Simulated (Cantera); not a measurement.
Standard-state values (1 bar) from the NASA 1993 polynomials, evaluated with Cantera. Values are per mole of reaction as written; species without (g) are pure solids or liquids, kept so even where they would boil at 1 bar.

TiO₂ = 2 O(g) + Ti

```tsv
T (K)	ΔH° (kJ)	ΔS° (J/K)	ΔG° (kJ)	log10 K	condensed phases
798	?	?	?	?	TiO₂(rutile), Ti(α)
998	1444.5	306.6	1138.5	-59.59	TiO₂(rutile), Ti(α)
1198	1448.7	310.3	1077.0	-46.96	TiO₂(rutile), Ti(β)
1398	1447.8	309.5	1015.1	-37.93	TiO₂(rutile), Ti(β)
1598	?	?	?	?	TiO₂(rutile), Ti(β)
1798	1447.2	309.1	891.4	-25.90	TiO₂(rutile), Ti(β)
1998	?	?	?	?	TiO₂(rutile), Ti(l)
```

Question: Fill in the missing entries.

Answer: 
- 798, ΔH° (kJ): 1444.7
- 798, ΔS° (J/K): 306.8
- 798, ΔG° (kJ): 1199.9
- 798, log10 K: -78.54
- 1598, ΔH° (kJ): 1447.2
- 1598, ΔS° (J/K): 309.1
- 1598, ΔG° (kJ): 953.2
- 1598, log10 K: -31.16
- 1998, ΔH° (kJ): 1462.6
- 1998, ΔS° (J/K): 317.1
- 1998, ΔG° (kJ): 829.1
- 1998, log10 K: -21.68
